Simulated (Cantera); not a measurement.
**Ignition delay**

Mixture: CH4 : O2 : N2 = 1 : 1.82 : 6.84 (molar parts), at 11.0 bar, adiabatic and at constant volume. Ignition delay is the time to a rise of 400 K.

Detailed kinetics in Cantera: GRI-Mech 3.0 (53 species, 325 reactions).

| T0 (K) | delay (ms) |
|---|---|
| 1300 | 1.31 |
| 1375 | 0.579 |
| 1450 | 0.270 |
| 1525 | 0.131 |
| 1600 | 0.0667 |
| 1675 | 0.0355 |
| 1750 | 0.0198 |
| 1825 | 0.0117 |
| 1900 | 0.00720 |

```
Quantity                                                Result
--------------------------------------------------  ----------
apparent activation energy between 1750 and 1900 K  190 kJ/mol
```
